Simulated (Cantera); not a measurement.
Mixture: CO : H₂ : O₂ : N₂ = 1 : 0.2 : 0.4 : 2.4 (molar parts), at 0.810 bar, adiabatic and at constant pressure. Ignition delay is the time to a rise of 400 K.

Cantera simulation using GRI-Mech 3.0 (53 species, 325 reactions); the numbers are that mechanism's predictions, not measurements. Where the delays flatten at high temperature, the 400 K rule measures the pace of heat release, not the induction time.

### Question
Predict: delay at 1075 K; delay at 1225 K; delay at 1375 K; delay at 1525 K.

### Answer
delay at 1075 K: 0.288 ms
delay at 1225 K: 0.139 ms
delay at 1375 K: 0.102 ms
delay at 1525 K: 97.1 µs
